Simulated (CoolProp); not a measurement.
A single-stage vapour-compression cycle with the fluid: evaporating at 289.15 K (dew point), condensing at 347.15 K (bubble point), superheat 5 K, subcooling 0 K, compressor efficiency 0.65, no pressure losses. The same conditions are run with several fluids, on thermodynamics alone (safety and materials aside).

Computed with CoolProp (reference Helmholtz-energy equation of state of each fluid (n-butane: Bücker 2006; R123: Younglove 1994; trans-2-butene: Lemmon 2005; R141b: Lemmon 2006; R236FA: Pan 2012; R227EA: Lemmon 2016)).

Task: Rank n-butane, R123, trans-2-butene, R141b, R236FA, R227EA by cooling COP, highest first.

Result: R141b (2.63), R123 (2.52), trans-2-butene (2.45), n-butane (2.35), R236FA (2.08), R227EA (1.65)

```
fluid           pressure ratio  discharge temperature (K)  refrigerating effect (kJ/kg)  volumetric capacity (kJ/m³)
--------------  --------------  -------------------------  ----------------------------  ---------------------------
n-butane                  4.87                      358.8                           230                         1060
R123                      6.49                      366.8                           118                          490
trans-2-butene            4.98                      366.9                           257                         1090
R141b                     6.50                      377.1                           165                          450
R236FA                    5.44                      352.7                          79.5                         1060
R227EA                    4.76                      348.1                          47.3                         1260
```
